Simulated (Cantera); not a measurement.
borazine + H₂ + N₂ (boron, boron nitride and boron oxide)

Input: 1 mol borazine, 46 mol H₂, 4.3 mol N₂, at 1450 K and 47.0 mbar.

Cantera equilibrium calculation (NASA polynomials, part measured and part estimated; ideal gas, pure solids and liquids). Candidate condensed phases: B, BN; 15 gas species. The feed counts by its element totals alone. Kinetics and transport are ignored.

The x(H₂) is 0.919. The x(N₂) is 0.0807. The x(H) is 4.18e-5 and the n(BN(s)) is 3.00 mol. The gas amount is 53.30 mol. The log10 activity of B(s) (absent) is -3.22.
